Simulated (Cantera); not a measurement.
Equilibrium for abatement and gas-phase synthesis: CS2 + H2O + H2

Input: 1 mol CS2, a varied amount of H2O, 6.1 mol H2, at 1348 K and 6.00 mbar.

These are equilibrium values from Cantera (NASA tables, ideal gas, pure condensed phases), not measurements of a reactor. Candidate condensed phases: C, C6H6, C7H8, C8H18, H2O, H2SO4, S; 123 gas species. The numbers say what is thermodynamically allowed, not how fast it happens.

From 0.075 mol H2O to 0.31 mol H2O the condensed part is C(graphite). From 0.63 mol H2O to 5.3 mol H2O nothing is condensed. The main C-bearing gas is CS2 at 0.075 mol H2O and CO at 5.3 mol H2O.

```tsv
n(H2O) (mol)	log p H2	log p H2O	log p CO	log p H2S	log p CS2	log p S2	log p CO2	n C(graphite)
0.075	-2.31	-8.74	-4.19	-3.40	-3.26	-4.01	-10.91	0.273
0.15	-2.32	-8.45	-3.90	-3.41	-3.27	-4.02	-10.33	0.199
0.31	-2.32	-8.16	-3.61	-3.43	-3.28	-4.04	-9.74	0.0397
0.63	-2.35	-7.29	-3.33	-3.28	-3.56	-3.69	-8.56	0
1.3	-2.38	-3.73	-3.18	-3.20	-6.78	-3.46	-4.82	0
2.6	-2.43	-3.06	-3.28	-3.27	-7.64	-3.51	-4.20	0
5.3	-2.52	-2.73	-3.46	-3.40	-8.32	-3.59	-3.95	0
```
log p: log10 of the partial pressure in bar; n: condensed amount in mol.
